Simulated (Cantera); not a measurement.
## Stirred combustor or abatement burner

A perfectly stirred reactor is fed with CO : H2 : CH4 : O2 : N2 = 1 : 0.66 : 0.27 : 1.9 : 7.15 (molar parts), at 1.09 atm; it is adiabatic with a 775 K inlet, and is followed from long to short residence time, starting on the burning branch (τ in s: 0.21, 0.057, 0.016, 0.0043, 0.0012, 0.00032, 8.7e-05, 2.4e-05, 6.5e-06).

Computed with Cantera and GRI-Mech 3.0 (53 species, 325 reactions).

```tsv
τ (s)	T (K)	x CO	x H2	x CH4	x NO	x CH2
0.21	2330	0.00729	0.00123	2.19e-7	0.00613	5.95e-9
0.057	2328	0.00791	0.00133	7.54e-7	0.00398	2.09e-8
0.016	2311	0.00977	0.00165	2.31e-6	0.00185	6.47e-8
0.0043	2253	0.0148	0.00261	6.31e-6	0.000659	1.67e-7
0.0012	2142	0.0232	0.00442	1.59e-5	0.000198	3.25e-7
0.00032	1978	0.0336	0.00694	4.61e-5	6.52e-5	5.60e-7
8.7e-5	1773	0.0475	0.00946	0.000172	2.86e-5	9.51e-7
2.4e-5	1496	0.0798	0.0158	0.00141	4.34e-6	2.62e-6
6.5e-6	775	0.0911	0.0601	0.0246	<1e-12	<1e-12
```
x: mole fraction; the columns are a selection and need not sum to one.
